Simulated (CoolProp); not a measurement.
Saturated liquid density (kg/m³) of n-heptane: the reference equation beside estimates from Tc = 268.1 °C, pc = 2.774 MPa, ω = 0.349. Rackett uses Z = 0.29056 − 0.08775 ω.

Computed with CoolProp (reference Helmholtz-energy equation of state, Span 2003). It is a short technical equation, of lower accuracy than the large ones.

| T (°C) | reference | Rackett | van der Waals |
|---|---|---|---|
| 29.75 | 675.5 | 689.9 | 390.9 |
| 50.35 | 657.8 | … | 381.3 |
| 71.05 | 639.5 | 652.0 | 371.1 |
| 91.75 | 620.5 | 631.8 | … |
| 112.35 | 600.7 | 610.6 | 348.7 |
| 133.05 | 579.6 | … | 336.2 |
| 153.75 | 556.8 | 563.8 | 322.6 |
| 174.35 | 531.9 | … | 307.6 |
| 195.05 | 503.6 | 508.2 | 290.7 |
| 215.75 | … | 474.3 | 271.1 |
| 236.35 | 426.3 | 432.6 | 247.2 |
| 257.05 | … | 370.0 | … |

Fill in the missing entries.


- 50.35, Rackett: 671.4
- 91.75, van der Waals: 360.3
- 133.05, Rackett: 588.0
- 174.35, Rackett: 537.6
- 215.75, reference: 469.9
- 257.05, reference: 352.9
- 257.05, van der Waals: 212.8

Absolute difference from the reference over all 12 rows, mean and median: Rackett 1.8 and 1.6 %, van der Waals 41.9 and 42.0 %.
